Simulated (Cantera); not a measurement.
Input: 1 mol SiCl₄, 0.75 mol HCl, 7.2 mol H₂, equilibrated at 101000 Pa.

These are equilibrium values from Cantera (NASA tables, ideal gas, pure condensed phases), not measurements of a reactor. Candidate condensed phases: Si; 19 gas species. The tables' values for SiCl₃ are old estimates; treat these amounts as uncertain. Kinetics and transport are ignored.

At 1000 K, list the 4 most abundant gas species with their mole fractions, and the condensed phases.

H₂ 0.798, SiCl₄ 0.105, HCl 0.0905, SiHCl₃ 0.00652. Condensed: gas only.
